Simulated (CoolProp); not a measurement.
Aqueous ethylene glycol as a coolant, 55 % by mass, freezing at -43.2 °C, 1 atm.

The numbers come from the Melinder's fits for secondary coolants in CoolProp.

| T (°C) | cp (kJ/(kg K)) | Prandtl number | conductivity (W/(m K)) | viscosity (mPa s) |
|---|---|---|---|---|
| -7.9 | 3.036 | 116 | 0.357 | 13.7 |
| -4.6 | 3.057 | 98.5 | ? | 11.6 |
| -1.4 | 3.078 | 84.6 | 0.361 | ? |
| 1.8 | 3.097 | 73.2 | 0.363 | 8.57 |
| 5.1 | ? | 63.5 | 0.364 | 7.42 |
| 8.3 | 3.137 | 55.7 | 0.366 | 6.50 |
| 11.6 | 3.157 | 49.0 | 0.368 | 5.71 |
| 14.8 | 3.176 | 43.6 | 0.370 | 5.07 |
| 18 | 3.195 | 39.0 | 0.371 | 4.53 |
| 21.3 | 3.214 | 35.0 | 0.373 | 4.06 |
| 24.5 | 3.233 | 31.6 | 0.375 | 3.67 |
| 27.8 | 3.251 | 28.6 | 0.377 | 3.32 |
| 31 | 3.269 | 26.2 | 0.378 | 3.03 |

**Question.** Fill in the missing entries.

**Answer.** 
- -4.6, conductivity (W/(m K)): 0.359
- -1.4, viscosity (mPa s): 9.92
- 5.1, cp (kJ/(kg K)): 3.118
